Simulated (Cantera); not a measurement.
**Reactions in the system N-O-Ti**

Cantera with NASA thermochemical tables; ideal gases at 1 bar, condensed phases pure. Values are per mole of reaction as written; species without (g) are pure solids or liquids, kept so even where they would boil at 1 bar.

NO2(g) + 6 Ti2O3 ⇌ N(g) + 4 Ti3O5

| T (K) | ΔH° (kJ) | ΔS° (J/K) | ΔG° (kJ) | log10 K | condensed phases |
|---|---|---|---|---|---|
| 2073 | 419.9 | 337.8 | -280.4 | 7.07 | Ti2O3(s), Ti3O5(l) |
| 2173 | -197.8 | 45.8 | -297.3 | 7.15 | Ti2O3(l), Ti3O5(l) |
| 2273 | -188.6 | 49.9 | -302.1 | 6.94 | Ti2O3(l), Ti3O5(l) |
| 2373 | -179.5 | 53.8 | -307.2 | 6.76 | Ti2O3(l), Ti3O5(l) |
| 2473 | -170.4 | 57.6 | -312.8 | 6.61 | Ti2O3(l), Ti3O5(l) |
